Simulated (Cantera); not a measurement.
An adiabatic, constant-pressure homogeneous reactor starts with C₃H₈ : O₂ : N₂ = 1 : 13.9 : 52.2 (molar parts), at 1723 K and 3.30 bar.

Cantera simulation using GRI-Mech 3.0 (53 species, 325 reactions); the numbers are that mechanism's predictions, not measurements. GRI-Mech 3.0 was tuned for natural gas; its chemistry of propane as a main component is partial and can be far from experiment.

### Question
Predict: time of steepest temperature rise; temperature at 2.00 s; equilibrium temperature; x(O₂) at 2.00 s; x(H₂O) at 2.00 s; x(HO₂) at 2.00 s; x(O) at 2.00 s.

### Answer
```
Property                                                             Value
---------------------------------  ---------------------------------------
time of steepest temperature rise                                  6.97 µs
temperature at 2.00 s                                               2425 K
equilibrium temperature                                             2425 K
x(O₂) at 2.00 s                        0.121 (gas-phase equilibrium 0.121)
x(H₂O) at 2.00 s                     0.0553 (gas-phase equilibrium 0.0553)
x(HO₂) at 2.00 s                   7.77e-6 (gas-phase equilibrium 7.77e-6)
x(O) at 2.00 s                     0.00191 (gas-phase equilibrium 0.00191)
```
